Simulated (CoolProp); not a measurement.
Vapour-liquid equilibrium of cyclohexane (1) + toluene (2) at 0.962 MPa; x and y are mole fractions of (1).

Computed with CoolProp (multi-fluid Helmholtz-energy mixture model, Zhou 2014 and Lemmon 2006; pair parameters Bell 2016).

```tsv
x	bubble temperature, mixture model (K)	bubble temperature, Raoult's law (K)	y, mixture model	y, Raoult's law
0.05	484.7	485.4	0.085	0.085
0.15	479.5	481.2	0.235	0.238
0.25	474.8	477.2	0.363	0.372
0.35	470.7	473.4	0.474	0.491
0.45	467.1	469.8	0.572	0.596
0.55	463.9	466.3	0.660	0.690
0.65	461.0	463.1	0.741	0.773
0.75	458.4	460.0	0.817	0.847
0.85	456.0	457.1	0.891	0.913
0.95	453.9	454.2	0.963	0.973
```

The largest gap from Raoult's law is -2.7 K in bubble temperature, at x = 0.45. No azeotrope shows between x = 0.05 and 0.95.

Pair parameters are fitted to limited data, so mixtures are less certain than the pure fluids.
